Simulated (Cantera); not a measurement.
Mixture: CH₄ : H₂ : O₂ : N₂ = 1 : 0.25 : 4.72 : 20.3 (molar parts), equivalence ratio 0.45, at 35.0 bar, adiabatic and at constant volume. Ignition delay is the time to a rise of 400 K.

Cantera simulation using GRI-Mech 3.0 (53 species, 325 reactions); the numbers are that mechanism's predictions, not measurements. The pressure lies above the range GRI-Mech 3.0 was tuned for (to about 10 atm).

**Question.** Predict: delay at 1175 K; delay at 1275 K; delay at 1375 K; delay at 1475 K; delay at 1575 K; delay at 1675 K; delay at 1775 K; apparent activation energy between 1575 and 1775 K.

**Answer.** 
```json
{
  "delay at 1175 K": "0.547 ms",
  "delay at 1275 K": "0.160 ms",
  "delay at 1375 K": "61.2 µs",
  "delay at 1475 K": "27.8 µs",
  "delay at 1575 K": "14.0 µs",
  "delay at 1675 K": "7.49 µs",
  "delay at 1775 K": "4.21 µs",
  "apparent activation energy between 1575 and 1775 K": "140 kJ/mol"
}
```
